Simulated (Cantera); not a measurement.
Mixture: CH4 : O2 : N2 : H2O = 1 : 1.33 : 5.01 : 0.46 (molar parts), at 1.00 atm, adiabatic and at constant pressure. Ignition delay is the time to a rise of 400 K.

Detailed kinetics in Cantera: GRI-Mech 3.0 (53 species, 325 reactions).

Problem. What does this change do: 0.036 parts H2 added?

Solution. 
```
quantity                                                before       after
--------------------------------------------------  ----------  ----------
delay at 1173 K                                        96.8 ms     61.2 ms
delay at 1223 K                                        48.0 ms     32.8 ms
delay at 1273 K                                        24.6 ms     17.7 ms
delay at 1323 K                                        12.9 ms     9.70 ms
delay at 1373 K                                        6.94 ms     5.40 ms
delay at 1423 K                                        3.82 ms     3.07 ms
delay at 1473 K                                        2.16 ms     1.79 ms
apparent activation energy between 1373 and 1473 K  200 kJ/mol  190 kJ/mol
```
